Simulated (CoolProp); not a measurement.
The numbers come from the reference Helmholtz-energy equation of state, Akasaka 2015 in CoolProp.

Task: For R245fa, give the phase and the Joule-Thomson coefficient (K/MPa), viscosity (µPa s) at 392.7 K and 0.101 MPa; 410.4 K and 0.101 MPa.

Result: 
- 392.7 K and 0.101 MPa: gas; Joule-Thomson coefficient 11.0, viscosity 15.6
- 410.4 K and 0.101 MPa: gas; Joule-Thomson coefficient 9.48, viscosity 16.3

Viscosity comes from a separate model (Bell 2016), an estimate that may be off by 10 % or more.
